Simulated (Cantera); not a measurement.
Feed: 1 mol CCl4, 0.97 mol CH4, held at 2702 °C and 13.0 mbar.

These are equilibrium values from Cantera (NASA tables, ideal gas, pure condensed phases), not measurements of a reactor. Candidate condensed phases: C, C6H6, C7H8, C8H18; 91 gas species. The tables' values for CCl are old estimates; treat these amounts as uncertain. The numbers say what is thermodynamically allowed, not how fast it happens.

**Question.** What is the equilibrium state?

**Answer.** 
```json
{
  "x(Cl)": "0.464",
  "x(H)": "0.315",
  "x(HCl)": "0.130",
  "x(H2)": "0.0604",
  "x(C3)": "0.0183",
  "x(C2H2 (acetylene))": "0.00349",
  "x(C)": "0.00307",
  "x(C2H)": "0.00302",
  "x(C2)": "0.00185",
  "n(C(graphite))": "1.45 mol",
  "gas_amount": "6.730 mol"
}
```
